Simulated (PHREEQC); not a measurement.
Synthetic water in mmol/kgw, 25 °C, pH 6.37, pe 9.1: Na 0.187; K 0.359; Ca 0.501; Mg 0.0979; Cl 0.865; S(6) 0.175; Alkalinity (meq/kgw) 0.578; Pb 0.000364.

Valence states are taken as typed.

Equilibrium calculation in PHREEQC: ion-association model, phreeqc.dat.

No solid was allowed to form.

What specific conductance, charge-balance error does the model give?

specific conductance 210 µS/cm; charge-balance error -1.4 %.

In which forms is S present?

SO4-2 93 %, CaSO4 5.3 %, MgSO4 1.3 % of the S.

Species that the database lacks are ignored.
